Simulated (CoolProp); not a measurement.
A single-stage vapour-compression cycle with CH2F2 (R32): evaporating at 278.15 K (dew point), condensing at 341.15 K (bubble point), superheat 5 K, subcooling 8 K, compressor efficiency 0.9, no pressure losses. Each further row changes one setting.

Computed with CoolProp (reference Helmholtz-energy equation of state, Tillner-Roth 1997).

| case | cooling COP | pressure ratio | discharge temperature (K) | refrigerating effect (kJ/kg) | volumetric capacity (kJ/m³) |
|---|---|---|---|---|---|
| as stated | 2.67 | 4.91 | 397.3 | 203 | 5080 |
| evaporating temperature 283.15 K | 3.01 | 4.22 | 392.0 | 204 | 5950 |
| condensing temperature 336.15 K | 3.05 | 4.41 | 388.7 | 215 | 5370 |
| subcooling 13 K | 2.83 | 4.91 | 397.3 | 216 | 5400 |
| superheat 15 K | 2.65 | 4.91 | 409.3 | 215 | 5050 |
| compressor efficiency 0.8 | 2.37 | 4.91 | 404.0 | 203 | 5080 |
